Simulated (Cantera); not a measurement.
**Hydrocarbon pyrolysis for carbon deposition**

An isothermal, constant-pressure homogeneous reactor starts with C₂H₆ : N₂ = 1 : 240 (molar parts), at 1575 K and 0.210 bar.

Detailed kinetics in Cantera: GRI-Mech 3.0 (53 species, 325 reactions). GRI-Mech 3.0 stops at C3 and has no aromatics, soot or wall deposition, so with more carbon than oxygen in the feed, carbon stays in small species such as C2H2 where larger ones or solid carbon would form.

```
t (s)       x C₂H₆     x CH₃    x HCN       x H    x C₂H₂     x CH₄    x C₂H
--------  --------  --------  -------  --------  --------  --------  -------
0.000200   0.00316  0.000938  2.88e-7   7.20e-5   8.85e-6   6.68e-5  2.07e-9
0.000460   0.00164   0.00100  2.17e-6  0.000124  0.000194  0.000270  3.71e-8
0.00106   0.000315  0.000500  5.40e-6  0.000131   0.00112  0.000593  1.06e-7
0.00243    2.49e-5  0.000168  7.61e-6   7.73e-5   0.00242  0.000683  9.58e-8
0.00558    4.38e-6   7.16e-5  8.23e-6   3.72e-5   0.00318  0.000670  5.27e-8
0.0128     1.29e-6   3.62e-5  8.41e-6   1.97e-5   0.00356  0.000657  2.93e-8
0.0295     4.44e-7   2.04e-5  8.47e-6   1.14e-5   0.00373  0.000646  1.72e-8
0.0678     2.10e-7   1.37e-5  8.50e-6   7.87e-6   0.00378  0.000632  1.20e-8
0.156      1.58e-7   1.19e-5  8.53e-6   7.12e-6   0.00380  0.000607  1.08e-8
0.358      1.32e-7   1.09e-5  8.60e-6   7.17e-6   0.00383  0.000556  1.09e-8
0.823      9.35e-8   9.15e-6  8.73e-6   7.34e-6   0.00387  0.000466  1.11e-8
1.89       4.97e-8   6.69e-6  8.98e-6   7.58e-6   0.00394  0.000337  1.13e-8
4.35       1.85e-8   4.09e-6  9.36e-6   7.85e-6   0.00401  0.000204  1.16e-8
10.0       5.04e-9   2.14e-6  9.84e-6   8.06e-6   0.00406  0.000106  1.19e-8
```
x: mole fraction; the columns are a selection and need not sum to one.

Equilibrium at this temperature and pressure: C₂H₆ <1e-12, CH₃ 1.87e-8, HCN 0.00778, H 8.28e-6, C₂H₂ 0.000222, CH₄ 9.16e-7, C₂H 6.55e-10 (gas phase only).
